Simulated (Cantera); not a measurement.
Ammonia decomposition in nitride growth gas

An isothermal, constant-pressure homogeneous reactor starts with NH3 : N2 = 2.9 : 0.14 (molar parts), at 2400 K and 0.530 bar.

Computed with Cantera and the gas-phase N/H chemistry of the illustrative SiF4/NH3 mechanism in the Surface Chemkin manual (1991). Walls and surfaces, which speed up NH3 decomposition in real reactors, are not modelled.

```json
[
 {"t (s)": "4.00e-6", "x NH3": "0.952", "x NH": "5.17e-6", "x H": "9.29e-6", "x N": "1.22e-8", "x H2": "0.000798", "x N2": "0.0460", "x NH2": "0.00157"},
 {"t (s)": "1.75e-5", "x NH3": "0.943", "x NH": "5.84e-5", "x H": "2.31e-5", "x N": "2.91e-7", "x H2": "0.00461", "x N2": "0.0463", "x NH2": "0.00576"},
 {"t (s)": "7.68e-5", "x NH3": "0.900", "x NH": "0.000111", "x H": "0.000113", "x N": "1.96e-6", "x H2": "0.0364", "x N2": "0.0556", "x NH2": "0.00742"},
 {"t (s)": "0.000336", "x NH3": "0.739", "x NH": "0.000138", "x H": "0.000394", "x N": "6.43e-6", "x H2": "0.161", "x N2": "0.0936", "x NH2": "0.00560"},
 {"t (s)": "0.00147", "x NH3": "0.360", "x NH": "0.000132", "x H": "0.00122", "x N": "1.11e-5", "x H2": "0.453", "x N2": "0.183", "x NH2": "0.00310"},
 {"t (s)": "0.00646", "x NH3": "0.0321", "x NH": "6.50e-5", "x H": "0.00407", "x N": "1.35e-5", "x H2": "0.704", "x N2": "0.259", "x NH2": "0.000599"},
 {"t (s)": "0.0283", "x NH3": "3.25e-5", "x NH": "1.38e-6", "x H": "0.0186", "x N": "1.32e-6", "x H2": "0.716", "x N2": "0.265", "x NH2": "2.73e-6"},
 {"t (s)": "0.124", "x NH3": "4.24e-6", "x NH": "1.80e-7", "x H": "0.0186", "x N": "1.73e-7", "x H2": "0.716", "x N2": "0.265", "x NH2": "3.57e-7"},
 {"t (s)": "0.543", "x NH3": "1.96e-6", "x NH": "8.33e-8", "x H": "0.0186", "x N": "7.98e-8", "x H2": "0.716", "x N2": "0.265", "x NH2": "1.65e-7"},
 {"t (s)": "2.38", "x NH3": "1.93e-6", "x NH": "8.19e-8", "x H": "0.0186", "x N": "7.84e-8", "x H2": "0.716", "x N2": "0.265", "x NH2": "1.62e-7"},
 {"t (s)": "10.4", "x NH3": "1.93e-6", "x NH": "8.19e-8", "x H": "0.0186", "x N": "7.84e-8", "x H2": "0.716", "x N2": "0.265", "x NH2": "1.62e-7"},
 {"t (s)": "45.7", "x NH3": "1.93e-6", "x NH": "8.19e-8", "x H": "0.0186", "x N": "7.84e-8", "x H2": "0.716", "x N2": "0.265", "x NH2": "1.62e-7"},
 {"t (s)": "200", "x NH3": "1.93e-6", "x NH": "8.19e-8", "x H": "0.0186", "x N": "7.84e-8", "x H2": "0.716", "x N2": "0.265", "x NH2": "1.62e-7"}
]
```
x: mole fraction; the columns are a selection and need not sum to one.

Equilibrium at this temperature and pressure: NH3 1.93e-6, NH 8.19e-8, H 0.0186, N 7.84e-8, H2 0.716, N2 0.265, NH2 1.62e-7 (gas phase only).
